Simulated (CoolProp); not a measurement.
Saturation properties of m-xylene (Tc = 616.9 K, pc = 3535 kPa, ω = 0.326).

Values from CoolProp's reference Helmholtz-energy equation of state, Zhou 2012.

```tsv
T (K)	p (kPa)	vapour density (kg/m³)	liquid cp (kJ/(kg K))	surface tension (mN/m)	liquid conductivity (mW/(m K))
324.1	4.353	0.1723	1.797	25.3	123
358.5	18.52	0.6681	1.917	21.6	114
392.9	58.56	1.961	2.043	18.1	105
427.3	149.4	4.733	2.176	14.6	97.3
461.7	325.0	9.958	2.317	11.4	90.1
496.1	627.4	19.10	2.476	8.31	83.9
530.5	1106	34.67	2.676	5.46	78.9
564.9	1820	62.31	2.995	2.88	75.3
```

It boils at 412.2 K under 1 atm.

Thermal conductivity comes from a separate model (Mylona 2014). Surface tension comes from a separate correlation (Mulero 2014).
